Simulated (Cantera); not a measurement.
Thermodynamics of fluorocarbon and chlorocarbon gases, feed CH₂F₂ + HCl + H₂

Charge: 1 mol CH₂F₂, 1.3 mol HCl, 0.55 mol H₂, held at 45.8 Torr.

Cantera equilibrium calculation (NASA polynomials, part measured and part estimated; ideal gas, pure solids and liquids). Candidate condensed phases: C, C₆H₆, C₇H₈, C₈H₁₈; 118 gas species. Equilibrium is a limit: real reactors are often held back by kinetics, nucleation or transport.

```
T (K)   x HF  x HCl   x H₂      x Cl       x H  x C₂H₂ (acetylene)       x F  x C₂HCl  n C(graphite)
-----  -----  -----  -----  --------  --------  ------------------  --------  -------  -------------
1575   0.519  0.338  0.143  0.000119   6.36e-5             3.01e-6   1.06e-8  7.51e-9          1.000
1675   0.519  0.337  0.143  0.000327  0.000178             8.30e-6   5.49e-8  3.03e-8          1.000
1775   0.519  0.337  0.143  0.000802  0.000443             2.04e-5   2.36e-7  1.04e-7          1.000
1875   0.519  0.335  0.143   0.00178   0.00100             4.53e-5   8.71e-7  3.14e-7          1.000
1975   0.518  0.333  0.143   0.00364   0.00210             9.29e-5   2.81e-6  8.42e-7          0.999
2075   0.517  0.329  0.143   0.00691   0.00408            0.000178   8.12e-6  2.04e-6          0.999
2175   0.514  0.322  0.144    0.0123   0.00749            0.000320   2.12e-5  4.49e-6          0.997
2275   0.511  0.312  0.144    0.0204    0.0130            0.000547   5.09e-5  9.11e-6          0.996
2375   0.505  0.297  0.143    0.0320    0.0216            0.000890  0.000113  1.71e-5          0.993
```
x: gas mole fraction; n: condensed amount in mol.

From 1575 K to 2375 K the condensed part is C(graphite). The main C-bearing gas is C₂H₂ (acetylene) throughout.
